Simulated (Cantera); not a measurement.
Mixture: CH₄ : O₂ : N₂ = 1 : 1.67 : 6.27 (molar parts), at 428 Torr, adiabatic and at constant pressure. Ignition delay is the time to a rise of 400 K.

Cantera simulation using GRI-Mech 3.0 (53 species, 325 reactions); the numbers are that mechanism's predictions, not measurements.

Question: What does this change do: pressure from 428 Torr to 7350 Torr?

Answer: 
| quantity | before | after |
|---|---|---|
| delay at 1075 K | 0.579 s | 27.9 ms |
| delay at 1125 K | 0.255 s | 13.9 ms |
| delay at 1175 K | 0.117 s | 7.24 ms |
| delay at 1225 K | 56.1 ms | 3.91 ms |
| delay at 1275 K | 27.9 ms | 2.17 ms |
| delay at 1325 K | 14.4 ms | 1.24 ms |
| delay at 1375 K | 7.69 ms | 0.723 ms |
| apparent activation energy between 1275 and 1375 K | 190 kJ/mol | 160 kJ/mol |
